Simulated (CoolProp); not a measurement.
c-C4F8 (RC318) at 298.15 K and 0.905 MPa is throttled through a valve to 0.15 MPa with no heat exchange. Each further row changes one setting.

The numbers come from the reference Helmholtz-energy equation of state, Platzer 1990 in CoolProp. This equation is an older, rougher fit; its heat capacities, sound speeds and derivatives of the liquid may be far off and weren't checked against measurements.

| case | temperature change (K) | final phase | final density (kg/m³) |
|---|---|---|---|
| as stated | ? | ? | ? |
| outlet pressure 0.045 MPa | ? | ? | ? |
| outlet pressure 0.195 MPa | ? | two-phase, vapour fraction 0.140 | 119 |

Problem. Fill in the missing entries.

Solution. 
- as stated, temperature change (K): -21.1
- as stated, final phase: two-phase, vapour fraction 0.204
- as stated, final density (kg/m³): 65.6
- outlet pressure 0.045 MPa, temperature change (K): -49.0
- outlet pressure 0.045 MPa, final phase: two-phase, vapour fraction 0.421
- outlet pressure 0.045 MPa, final density (kg/m³): 10.5
- outlet pressure 0.195 MPa, temperature change (K): -14.0
